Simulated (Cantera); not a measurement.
What does this Cantera script print?

```python
import numpy as np
import cantera as ct

gas_names = """
    Cs CsO CsOH Cs2 Cs2O Cs2O2H2 H HO2 H2 H2O H2O2 O OH O2 O3
""".split()
cond_names = """
    Cs(cr) Cs(L) CsOH(a) CsOH(b) CsOH(c) CsOH(L) H2O(s) H2O(L)
""".split()


# ... load() reads the species with a 1 bar reference pressure and builds the phases ...
atoms = {
    'CsOH': {'Cs': 1, 'O': 1, 'H': 1},
    'O2': {'O': 2},
}
top_T = {}  # K; cautious upper limits of use, not melting points


# ... equilibrate(T, P, feed) seeds the gas with the atoms and calls Mixture.equilibrate('TP', solver="vcs", rtol=1e-11, max_steps=5000) ...
results = []
feed = {'CsOH': 1, 'O2': 0.011}  # mol
P = 17000  # Pa
for T in [825, 925, 1025, 1125, 1225, 1325, 1425]:
    mix = equilibrate(T, P, feed)
    results.append((T, P, feed, dict(zip(mix.species_names, mix.species_moles))))

top = {s: max(r[3][s] / sum(r[3][g] for g in gas_names) for r in results) for s in gas_names}
cols = sorted((s for s in top if top[s] > 1e-05), key=lambda s: -top[s])[:5]
seen = [c for c in cond_names if any(r[3].get(c, 0) > 1e-12 for r in results)]
print("log10 of partial pressures in bar; condensed amounts in mol")
print(f"{'T/K':>10s}" + "".join(f"{s[:9]:>10s}" for s in cols + seen))
for T, P, feed, n in results:
    ng = sum(n[g] for g in gas_names)
    print(f"{T:10.4g}" + "".join(f"{np.log10(max(n[s] / ng * P / 1e5, 1e-99)):10.3f}" for s in cols)
          + "".join(f"{n.get(c, 0):10.4g}" for c in seen))
```

Output:

```
log10 of partial pressures in bar; condensed amounts in mol
       T/K        O2      CsOH   Cs2O2H2        Cs       H2O   CsOH(L)
       825    -0.778    -2.754    -2.824    -8.530    -8.565    0.9997
       925    -0.822    -1.864    -2.233    -6.947    -7.032    0.9981
      1025    -1.070    -1.164    -1.788    -5.643    -5.789    0.9869
      1125    -2.698    -0.811    -1.870    -4.459    -4.729         0
      1225    -2.718    -0.784    -2.472    -3.901    -4.186         0
      1325    -2.711    -0.778    -3.018    -3.446    -3.738         0
      1425    -2.686    -0.779    -3.497    -3.064    -3.358         0
```

Method: chemical equilibrium by Gibbs-energy minimisation in Cantera with the NASA 1993 tables (ideal gas, pure condensed phases). Condensed phases not in the tables: the peroxide.
